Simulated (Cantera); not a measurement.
**Ignition delay**

Mixture: CO : H2 : CH4 : O2 : N2 = 1 : 0.25 : 0.7 : 5.37 : 20.2 (molar parts), equivalence ratio 0.38, at 330 Torr, adiabatic and at constant volume. Ignition delay is the time to a rise of 400 K.

Model: GRI-Mech 3.0 (53 species, 325 reactions), integrated in Cantera. Below about 1000 K GRI-Mech 3.0 lacks low-temperature oxidation paths.

```csv
T0 (K),delay (ms)
950,39.8
1000,20.9
1050,12.2
1100,7.41
1150,4.66
1200,3.03
1250,2.05
1300,1.44
1350,1.05
```

- apparent activation energy between 1250 and 1350 K = 94 kJ/mol
